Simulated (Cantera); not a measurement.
Feed: 1 mol Fe, 0.02 mol HCl, a varied amount of N2, equilibrated at 775 K and 1.30 bar.

Method: chemical equilibrium by Gibbs-energy minimisation in Cantera with the NASA 1993 tables (ideal gas, pure condensed phases). Candidate condensed phases: Fe, FeCl2, FeCl3, NH4Cl; 18 gas species. Rates play no part.

Task: At 0.065 mol N2, list the 5 most abundant gas species with their mole fractions, and the condensed phases.

Result: N2 0.863, H2 0.128, HCl 0.00961, NH3 0.000213, FeCl2 2.87e-5. Condensed: Fe(α) + FeCl2(s).
